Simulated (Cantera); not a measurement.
A Cantera script and its output.

```python
import numpy as np
import cantera as ct

gas = ct.Solution("gri30.yaml", transport_model="multicomponent")
show = ['CH4', 'CH3', 'H']

rows = []
print(f"{'T/K':>7s}{'rho':>11s}{'cp':>10s}{'mu':>11s}{'lambda':>11s}{'Pr':>7s}" + "".join(f"{'D_' + s:>11s}" for s in show))
for T in [400, 500, 600, 700, 800, 900, 1000, 1100]:
    gas.TPX = T, 39, {'H2O': 0.94, 'N2O': 0.29}
    Pr = gas.cp_mass * gas.viscosity / gas.thermal_conductivity
    D = [gas.mix_diff_coeffs_mole[gas.species_index(s)] for s in show]
    rows.append([gas.density, gas.cp_mass, gas.viscosity, gas.thermal_conductivity, Pr, *D])
    print(f"{T:7g}{gas.density:11.4e}{gas.cp_mass:10.1f}{gas.viscosity:11.4e}"
          f"{gas.thermal_conductivity:11.4e}{Pr:7.3f}" + "".join(f"{d:11.4e}" for d in D))
print("SI units: kg/m3, J/kg/K, Pa s, W/m/K, m2/s")
```

It prints:

```
    T/K        rho        cp         mu     lambda     Pr      D_CH4      D_CH3        D_H
    400 2.8313e-04    1501.7 1.5887e-05 3.4810e-02  0.685 9.5203e-02 9.7314e-02 5.4289e-01
    500 2.2651e-04    1562.7 1.9841e-05 4.5492e-02  0.682 1.4503e-01 1.4769e-01 8.2416e-01
    600 1.8876e-04    1623.0 2.3704e-05 5.6629e-02  0.679 2.0300e-01 2.0610e-01 1.1503e+00
    700 1.6179e-04    1681.6 2.7463e-05 6.8103e-02  0.678 2.6841e-01 2.7188e-01 1.5177e+00
    800 1.4157e-04    1738.1 3.1115e-05 7.9837e-02  0.677 3.4074e-01 3.4451e-01 1.9233e+00
    900 1.2584e-04    1792.8 3.4661e-05 9.1791e-02  0.677 4.1957e-01 4.2359e-01 2.3651e+00
   1000 1.1325e-04    1846.3 3.8105e-05 1.0398e-01  0.677 5.0455e-01 5.0878e-01 2.8410e+00
   1100 1.0296e-04    1897.1 4.1451e-05 1.1631e-01  0.676 5.9541e-01 5.9982e-01 3.3495e+00
SI units: kg/m3, J/kg/K, Pa s, W/m/K, m2/s
```

Computed with Cantera and GRI-Mech 3.0 (53 species, 325 reactions). Polar gases are described roughly by these parameters. The composition is frozen, though it would react at the higher temperatures.
